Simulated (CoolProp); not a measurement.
Cyclohexane along the isobar 917 kPa: fugacity coefficient from the reference equation and from simpler models built on Tc = 553.6 K, pc = 4081 kPa, ω = 0.209; each cubic takes its own stable root.

The numbers come from the reference Helmholtz-energy equation of state, Zhou 2014 in CoolProp.

| T (K) | phase | reference |
|---|---|---|
| 288 | liquid | 0.009125 |
| 318.7 | liquid | 0.03415 |
| 349.5 | liquid | 0.09670 |
| 380.2 | liquid | 0.2214 |
| 411 | liquid | 0.4332 |
| 441.7 | liquid | 0.7470 |
| 472.5 | gas | 0.8741 |
| 503.3 | gas | 0.8976 |
| 534 | gas | 0.9154 |
| 564.8 | gas | 0.9293 |

### Question
How far does each simpler model (Redlich-Kwong, Peng-Robinson) lie from the reference over these 10 states: mean and median of the absolute difference, and the worst?

### Answer
- Redlich-Kwong: mean 31.4 %, median 22.7 %, worst +94.6 % at 288 K and 917 kPa
- Peng-Robinson: mean 1.8 %, median 0.9 %, worst +8.4 % at 288 K and 917 kPa

At some of these states Redlich-Kwong gives the other phase, because its saturation line lies elsewhere.
